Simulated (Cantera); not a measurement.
Feed: 1 mol NiS, 740 mol H2, held at 675 K and 2.10 bar.

These are equilibrium values from Cantera (NASA tables, ideal gas, pure condensed phases), not measurements of a reactor. Candidate condensed phases: Ni, NiS, NiS2, Ni3S2, Ni3S4, S; 9 gas species. Equilibrium is a limit: real reactors are often held back by kinetics, nucleation or transport.

Base state: H2 1.000, H2S 0.000450 (mole fractions); condensed: Ni3S2(s).

What changes in the equilibrium state with this change: temperature from 675 K to 950 K?


```
species          before    after
-------------  --------  -------
H2                1.000    0.999
H2S            0.000450  0.00135
Ni3S2(s), mol     0.333        0
Ni(s), mol            0     1.00
```
